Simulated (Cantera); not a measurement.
A freely propagating, adiabatic, planar premixed flame of 6.95 % CH₄, 20.8 % O₂, 72.3 % N₂, unburnt at 575 K and 980000 Pa; mixture-averaged transport, grid criteria slope 0.08 and curve 0.16, no radiation.

Cantera simulation using GRI-Mech 3.0 (53 species, 325 reactions); the numbers are that mechanism's predictions, not measurements. Burning velocities carry a grid error of a few per cent, more on coarse grids.

Question: Predict: laminar burning velocity; thermal thickness; peak x(CO); peak x(C₂H); peak x(H₂O₂); peak x(C₂H₆).

Answer: 
| Quantity | Value |
|---|---|
| laminar burning velocity | 29.2 cm/s |
| thermal thickness | 0.0940 mm |
| peak x(CO) | 0.0204 |
| peak x(C₂H) | 2.93e-8 |
| peak x(H₂O₂) | 6.30e-5 |
| peak x(C₂H₆) | 0.000377 |
